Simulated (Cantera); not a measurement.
A perfectly stirred reactor is fed with CH4 : H2 : CO2 = 0.0041 : 1 : 0.0032 (molar parts), at 1200 Pa; it is held at 2750 K, and followed from long to short residence time.

Model: GRI-Mech 3.0 (53 species, 325 reactions), integrated in Cantera. Radical loss at walls, strong at low pressure, is not modelled.

One state of this run: x CH4 = 0.000285; x H2 = 0.928; x CO2 = 2.75e-5; x O2 = 1.73e-9; x C2H6 = 1.31e-9; x CH2 = 3.93e-5. x: mole fraction; the columns are a selection and need not sum to one.

Q: Which value of τ (s) does it belong to?
(A) 0.34
(B) 0.0017
(C) 0.024
(D) 1.3

A: C, 0.024
